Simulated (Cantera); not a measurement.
**Moist CO burnout**

An isothermal, constant-pressure homogeneous reactor starts with 0.125 % CO, 3.46 % O₂, 0.164 % H₂O, 96.2 % N₂, equivalence ratio 0.018, at 1048 K and 500000 Pa.

Computed with Cantera and GRI-Mech 3.0 (53 species, 325 reactions).

```csv
t (s),x CO,x O₂,x H₂O,x N₂O,x H₂O₂,x O,x CO₂
1.00e-6,0.00125,0.0346,0.00164,<1e-12,<1e-12,<1e-12,<1e-12
3.55e-6,0.00125,0.0346,0.00164,<1e-12,<1e-12,2.37e-12,2.38e-12
1.26e-5,0.00125,0.0346,0.00164,<1e-12,<1e-12,8.39e-12,8.44e-12
4.46e-5,0.00125,0.0346,0.00164,<1e-12,<1e-12,2.94e-11,3.02e-11
0.000158,0.00125,0.0346,0.00164,<1e-12,<1e-12,1.01e-10,1.12e-10
0.000562,0.00125,0.0346,0.00164,<1e-12,<1e-12,3.26e-10,4.88e-10
0.00199,0.00125,0.0346,0.00164,3.57e-12,<1e-12,8.67e-10,2.79e-9
0.00707,0.00125,0.0346,0.00164,2.81e-11,2.92e-12,1.67e-9,2.07e-8
0.0251,0.00125,0.0346,0.00164,2.29e-10,2.04e-10,4.95e-9,2.56e-7
0.0890,0.00124,0.0346,0.00164,5.61e-9,3.64e-8,4.27e-8,1.20e-5
0.316,0.00113,0.0346,0.00164,4.48e-8,4.73e-8,4.65e-8,0.000118
1.12,0.000833,0.0344,0.00164,1.63e-7,3.48e-8,3.73e-8,0.000418
3.97,0.000331,0.0342,0.00164,3.94e-7,1.26e-8,1.83e-8,0.000921
14.1,3.91e-5,0.0341,0.00164,4.69e-7,8.68e-10,2.97e-9,0.00121
50.0,4.07e-7,0.0340,0.00164,1.33e-7,2.20e-12,8.60e-11,0.00125
```
x: mole fraction; the columns are a selection and need not sum to one.

Equilibrium at this temperature and pressure: CO <1e-12, O₂ 0.0340, H₂O 0.00164, N₂O 4.50e-9, H₂O₂ 3.42e-12, O 5.25e-11, CO₂ 0.00125 (gas phase only).
